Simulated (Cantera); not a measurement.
SiH4 + Cl2 + N2 (silicon epitaxy and polysilicon growth)

Charge: 1 mol SiH4, 0.64 mol Cl2, 38 mol N2, equilibrated at 1450 °C and 1.58 Torr.

Cantera equilibrium calculation (NASA polynomials, part measured and part estimated; ideal gas, pure solids and liquids). Candidate condensed phases: NH4Cl, Si, Si3N4; 28 gas species. The tables' values for SiCl, SiCl3, SiN are old estimates; treat these amounts as uncertain. Rates play no part.

```json
{
 "x(N2)": "0.934",
 "x(H2)": "0.0432",
 "x(HCl)": "0.0112",
 "x(SiCl2)": "0.00997",
 "x(H)": "0.000827",
 "x(Si)": "0.000468",
 "x(Cl)": "0.000165",
 "x(SiCl)": "0.000161",
 "x(Si2N)": "2.05e-5",
 "n(Si(l))": "0.566 mol",
 "gas_amount": "40.68 mol"
}
```
